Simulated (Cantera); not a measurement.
Input: 1 mol SiH4, 2.9 mol H2O, at 4.05 Torr.

These are equilibrium values from Cantera (NASA tables, ideal gas, pure condensed phases), not measurements of a reactor. Candidate condensed phases: H2O, Si, SiO2; 18 gas species. The tables hold silica as quartz up to 1696 K and as liquid above; real silica turns to tridymite and cristobalite and melts near 1996 K. The numbers say what is thermodynamically allowed, not how fast it happens.

### Question
Which condensed phases are stable at each of these points (T (°C)): 1200, 1225, 1250, 1275, 1300, 1325, 1350, 1375, 1400, 1425, 1450, 1475, 1500, 1525?

### Answer
```
T (°C)  condensed phases  Si condensed (%)
------  ----------------  ----------------
1200      SiO2(β-quartz)             100.0
1225      SiO2(β-quartz)             100.0
1250      SiO2(β-quartz)             100.0
1275      SiO2(β-quartz)             100.0
1300      SiO2(β-quartz)             100.0
1325      SiO2(β-quartz)             100.0
1350      SiO2(β-quartz)             100.0
1375      SiO2(β-quartz)             100.0
1400      SiO2(β-quartz)              99.9
1425     SiO2(condensed)              99.9
1450     SiO2(condensed)              99.8
1475     SiO2(condensed)              99.7
1500     SiO2(condensed)              99.5
1525     SiO2(condensed)              99.2
```

From 1200 °C to 1400 °C the condensed part is SiO2(β-quartz). From 1425 °C to 1525 °C the condensed part is SiO2(condensed).
